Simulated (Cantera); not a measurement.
A perfectly stirred reactor is fed with CO : O2 : H2O : N2 = 0.0011 : 0.017 : 0.066 : 1 (molar parts), at 1.60 bar; it is held at 1075 K, and followed from long to short residence time.

Detailed kinetics in Cantera: GRI-Mech 3.0 (53 species, 325 reactions).

Q: What does this change do: temperature 1075 to 1450 K?

A: 
```json
[
 {"quantity": "x(CO) at τ = 6.30 s", "before": "0.000113", "after": "1.52e-6"},
 {"quantity": "x(O2) at τ = 6.30 s", "before": "0.0152", "after": "0.0152"},
 {"quantity": "x(H2O) at τ = 6.30 s", "before": "0.0609", "after": "0.0609"},
 {"quantity": "x(O) at τ = 6.30 s", "before": "8.70e-9", "after": "3.19e-7"},
 {"quantity": "x(NO2) at τ = 6.30 s", "before": "3.62e-11", "after": "1.03e-10"},
 {"quantity": "x(CO) at τ = 0.210 s", "before": "0.000589", "after": "1.87e-5"},
 {"quantity": "x(O2) at τ = 0.210 s", "before": "0.0155", "after": "0.0152"},
 {"quantity": "x(H2O) at τ = 0.210 s", "before": "0.0609", "after": "0.0609"},
 {"quantity": "x(O) at τ = 0.210 s", "before": "9.83e-8", "after": "1.85e-6"},
 {"quantity": "x(NO2) at τ = 0.210 s", "before": "5.33e-12", "after": "1.15e-10"}
]
```
